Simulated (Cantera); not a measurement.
## Equilibrium for fluorocarbon and chlorocarbon gases: CCl₄ + F₂ + H₂

Charge: 1 mol CCl₄, 0.65 mol F₂, 0.9 mol H₂, at 1648.15 K.

These are equilibrium values from Cantera (NASA tables, ideal gas, pure condensed phases), not measurements of a reactor. Candidate condensed phases: C, C₆H₆, C₇H₈, C₈H₁₈; 118 gas species. Gases not in the tables: C₂F₆ and larger saturated fluorocarbons. Rates play no part.

```csv
P (Pa),x Cl,x Cl₂,x HF,x HCl,x CF₄,x CClF₃,x CCl₂F₂,x F,n C(graphite)
1,0.660,0.000207,0.245,0.0944,4.55e-12,<1e-12,<1e-12,0.000159,1.000
10,0.657,0.00206,0.246,0.0947,4.46e-9,3.37e-10,1.96e-11,0.000158,1.000
100,0.635,0.0192,0.250,0.0964,3.86e-6,2.92e-7,1.70e-8,0.000152,1.000
1000,0.499,0.118,0.270,0.111,0.00114,9.20e-5,5.71e-6,0.000112,0.994
10000,0.246,0.289,0.275,0.176,0.0115,0.00145,0.000140,3.56e-5,0.947
100000,0.0892,0.378,0.242,0.259,0.0254,0.00534,0.000861,7.72e-6,0.885
```
x: gas mole fraction; n: condensed amount in mol.

From 1.00 Pa to 1.00 bar the condensed part is C(graphite). The main C-bearing gas is CF₂ at 1.00 Pa and CF₄ at 1.00 bar.
